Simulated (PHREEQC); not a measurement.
**Acid rinse or clean: speciation**

Solution (40 °C and 100 atm): 0.0057 mol/kgw HBr, 9.3e-05 mol/kgw AlCl3 and 0.0038 mol/kgw CuCl2. Closed to the air; pH follows from the charge balance.

The numbers come from PHREEQC with the ion-association model, phreeqc.dat.

Precipitation was switched off in this run.

**Question.** Predict the pH.

**Answer.** pH 2.29.

**Question.** In which forms is Cu present?

**Answer.** Cu+2 98 %, CuCl+ 2.4 % of the Cu.

Under pressure, the constants of complexes without a molar volume in the database are unreliable. Away from 25 °C the constants follow the database's enthalpies or fits; those with neither stay at their 25 °C values.
